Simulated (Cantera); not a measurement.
Input: 1 mol trisilylamine, 7.8 mol NH₃, 17 mol H₂, held at 750 Torr.

Cantera equilibrium calculation (NASA polynomials, part measured and part estimated; ideal gas, pure solids and liquids). Candidate condensed phases: Si, Si₃N₄; 18 gas species. The feed counts by its element totals alone. Kinetics and transport are ignored. All values below are at 1623 K.

Base state: H₂ 0.933, N₂ 0.0674, H 6.67e-5, NH₃ 1.03e-5 (mole fractions); condensed: Si₃N₄(s).

Task: What changes in the equilibrium state with this change: NH₃ from 7.8 to 0.11 mol?

Result: 
| species | before | after |
|---|---|---|
| H₂ | 0.933 | 0.999 |
| N₂ | 0.0674 | 0.000442 |
| H | 6.67e-5 | 6.91e-5 |
| NH₃ | 1.03e-5 | 9.24e-7 |
| Si₃N₄(s), mol | 1.000 | 0.273 |
| Si(s), mol | 0 | 2.18 |
Mutual solubility and eutectic melting of coexisting phases are not modelled.
